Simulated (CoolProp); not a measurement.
Properties of isopentane along the isobar 0.101 MPa.

Model: reference Helmholtz-energy equation of state, Lemmon 2006, in CoolProp. It is a short technical equation, of lower accuracy than the large ones.

| T (°C) | phase | Z | cv (kJ/(kg K)) | Joule-Thomson coefficient (K/MPa) | isothermal compressibility (1/MPa) | expansivity (1/kK) |
|---|---|---|---|---|---|---|
| 47.15 | gas | … | 1.655 | 25.38 | … | … |
| 69.65 | gas | … | 1.755 | 19.83 | … | 3.204 |
| 92.05 | gas | 0.9777 | 1.856 | 15.90 | 10.13 | 2.950 |
| 114.55 | gas | 0.9817 | … | 12.99 | 10.09 | 2.740 |
| 137.05 | gas | 0.9849 | 2.054 | 10.80 | 10.06 | 2.562 |
| 159.45 | gas | 0.9873 | … | 9.126 | 10.03 | 2.410 |
| 181.95 | gas | 0.9893 | 2.245 | 7.802 | 10.01 | 2.276 |
| 204.35 | gas | 0.9909 | 2.337 | 6.749 | 9.993 | 2.159 |
| 226.85 | gas | 0.9922 | 2.427 | 5.892 | 9.980 | 2.053 |

### Question
Fill in the missing entries.

### Answer

- 47.15, Z: 0.9649
- 47.15, isothermal compressibility (1/MPa): 10.28
- 47.15, expansivity (1/kK): 3.525
- 69.65, Z: 0.9723
- 69.65, isothermal compressibility (1/MPa): 10.19
- 114.55, cv (kJ/(kg K)): 1.956
- 159.45, cv (kJ/(kg K)): 2.151
